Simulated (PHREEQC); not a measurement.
Synthetic water in mmol/kgw, 25 °C, pH 6.81, pe -0.2:

```json
[
 {"constituent": "Na", "mmol/kgw": "0.00147"},
 {"constituent": "K", "mmol/kgw": "7.35e-07"},
 {"constituent": "Ca", "mmol/kgw": "0.000626"},
 {"constituent": "Mg", "mmol/kgw": "2.45e-05"},
 {"constituent": "Cl", "mmol/kgw": "0.000136"},
 {"constituent": "S(6)", "mmol/kgw": "0.000376"},
 {"constituent": "Alkalinity (meq/kgw)", "mmol/kgw": "0.0019"},
 {"constituent": "Si", "mmol/kgw": "2.68e-05"},
 {"constituent": "Mn(2)", "mmol/kgw": "5.19e-06"}
]
```

Na is adjusted to close the charge balance.
Valence states are taken as typed.

Model: ion-association model, wateq4f.dat, run in PHREEQC.

Each row changes one thing in this solution. No solid was allowed to form.

```tsv
case	ionic strength (mol/kgw)	HCO3- (mol/kgw)	CO2 (mol/kgw)	CO3-2 (mol/kgw)	CaSO4 (mol/kgw)	CaHCO3+ (mol/kgw)	SI of Quartz (SiO2)
as made	3.98e-6	1.99e-6	6.91e-7	6.07e-10	4.61e-11	1.57e-11	-3.59
all concentrations times 2 at the same typed pH	7.79e-6	3.89e-6	1.35e-6	1.19e-9	1.83e-10	6.12e-11	-3.29
temperature from 25 to 70 °C at the same typed pH	3.98e-6	1.06e-6	3.32e-7	5.12e-10	6.63e-11	(withheld)	-4.17
Cl from 0.000136 to 6.8e-05 mmol/kgw	3.91e-6	1.99e-6	6.91e-7	6.07e-10	4.61e-11	1.57e-11	-3.59
pH from 6.81 to 5.81 at the same alkalinity	5.37e-6	3.45e-6	1.20e-5	(withheld)	4.59e-11	2.72e-11	-3.59
pH from 6.81 to 7.11 at the same alkalinity	3.90e-6	1.85e-6	3.22e-7	1.12e-9	4.61e-11	1.46e-11	-3.59
```

Problem. Complete the blanks.

Solution. 
- temperature from 25 to 70 °C at the same typed pH, CaHCO3+ (mol/kgw): 1.16e-11
- pH from 6.81 to 5.81 at the same alkalinity, CO3-2 (mol/kgw): 1.05e-10

Constants without temperature data keep their 25 °C values here.
